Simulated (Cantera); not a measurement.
A closed system holds: 1 mol MgO, 1.1 mol NF₃, at 1923 K and 1.30 mbar.

Method: chemical equilibrium by Gibbs-energy minimisation in Cantera with the NASA 1993 tables (ideal gas, pure condensed phases). Candidate condensed phases: Mg, MgF₂, MgO; 24 gas species. The numbers say what is thermodynamically allowed, not how fast it happens.

Base state: F 0.387, MgF₂ 0.298, N₂ 0.163, O₂ 0.146, O 0.00383, NO 0.00233 (mole fractions); condensed: gas only.

Problem. What changes in the equilibrium state with this change: NF₃ from 1.1 to 0.69 mol?

Solution. 
| species | before | after |
|---|---|---|
| MgF₂ | 0.298 | 0.521 |
| O₂ | 0.146 | 0.256 |
| N₂ | 0.163 | 0.178 |
| F | 0.387 | 0.0365 |
| MgF | 8.77e-7 | 1.63e-5 |
| Mg₂F₄ | 7.49e-6 | 2.29e-5 |
| NO | 0.00233 | 0.00323 |
